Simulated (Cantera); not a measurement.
What does this Cantera script print?

```python
import numpy as np
import cantera as ct

gas_names = """
    CL CL2 H HCL H2 Si SiCL SiCL2 SiCL3 SiCL4 SiH SiHCL3 SiH2 SiH2CL2 SiH3 SiH3CL SiH4 Si2 Si3
""".split()
cond_names = """
    Si(cr) Si(L)
""".split()


# ... load() reads the species with a 1 bar reference pressure and builds the phases ...
atoms = {
    'SiCl4': {'Si': 1, 'CL': 4},
    'H2': {'H': 2},
}
top_T = {}  # K; cautious upper limits of use, not melting points


# ... equilibrate(T, P, feed) seeds the gas with the atoms and calls Mixture.equilibrate('TP', solver="vcs", rtol=1e-11, max_steps=5000) ...
results = []
feed = {'SiCl4': 1, 'H2': 3.9}  # mol
P = 100000  # Pa
for T in [948, 998, 1048, 1098, 1148, 1198, 1248, 1298]:
    mix = equilibrate(T, P, feed)
    results.append((T, P, feed, dict(zip(mix.species_names, mix.species_moles))))
    x = sorted(zip(gas.X, gas.species_names), reverse=True)
    print(f"T = {T:g} K  P = {P:g} Pa  gas = {mix.phase_moles(0):.4g} mol")
    print("   x: " + "  ".join(f"{s} {v:.3e}" for v, s in x if v > 1e-05))
    print("   condensed (mol): " + ("  ".join(f"{mix.phase(i).name} {mix.phase_moles(i):.4g}"
          for i in range(1, mix.n_phases) if mix.phase_moles(i) > 1e-12) or "none"))
```

It prints:

```
T = 948 K  P = 100000 Pa  gas = 4.901 mol
   x: H2 7.705e-01  SiCL4 1.790e-01  HCL 2.540e-02  SiHCL3 2.446e-02  SiH2CL2 3.382e-04  SiCL3 2.393e-04  SiCL2 1.082e-05
   condensed (mol): none
T = 998 K  P = 100000 Pa  gas = 4.902 mol
   x: H2 7.648e-01  SiCL4 1.734e-01  HCL 3.121e-02  SiHCL3 2.946e-02  SiCL3 5.711e-04  SiH2CL2 5.386e-04  SiCL2 4.612e-05
   condensed (mol): none
T = 1048 K  P = 100000 Pa  gas = 4.904 mol
   x: H2 7.584e-01  SiCL4 1.672e-01  HCL 3.766e-02  SiHCL3 3.445e-02  SiCL3 1.240e-03  SiH2CL2 8.073e-04  SiCL2 1.684e-04
   condensed (mol): none
T = 1098 K  P = 100000 Pa  gas = 4.909 mol
   x: H2 7.514e-01  SiCL4 1.605e-01  HCL 4.491e-02  SiHCL3 3.908e-02  SiCL3 2.467e-03  SiH2CL2 1.138e-03  SiCL2 5.329e-04
   condensed (mol): none
T = 1148 K  P = 100000 Pa  gas = 4.918 mol
   x: H2 7.434e-01  SiCL4 1.530e-01  HCL 5.330e-02  SiHCL3 4.281e-02  SiCL3 4.514e-03  SiH2CL2 1.500e-03  SiCL2 1.470e-03  SiH3CL 1.416e-05
   condensed (mol): none
T = 1198 K  P = 100000 Pa  gas = 4.936 mol
   x: H2 7.340e-01  SiCL4 1.446e-01  HCL 6.342e-02  SiHCL3 4.502e-02  SiCL3 7.603e-03  SiCL2 3.537e-03  SiH2CL2 1.832e-03  SiH3CL 2.038e-05
   condensed (mol): none
T = 1248 K  P = 100000 Pa  gas = 4.966 mol
   x: H2 7.226e-01  SiCL4 1.349e-01  HCL 7.599e-02  SiHCL3 4.518e-02  SiCL3 1.178e-02  SiCL2 7.422e-03  SiH2CL2 2.056e-03  SiH3CL 2.595e-05
   condensed (mol): none
T = 1298 K  P = 100000 Pa  gas = 5.011 mol
   x: H2 7.087e-01  SiCL4 1.237e-01  HCL 9.170e-02  SiHCL3 4.316e-02  SiCL3 1.683e-02  SiCL2 1.369e-02  SiH2CL2 2.121e-03  SiH3CL 2.928e-05
   condensed (mol): none
```

Cantera equilibrium calculation (NASA polynomials, part measured and part estimated; ideal gas, pure solids and liquids). The tables' values for SiCl3 are old estimates; treat these amounts as uncertain.
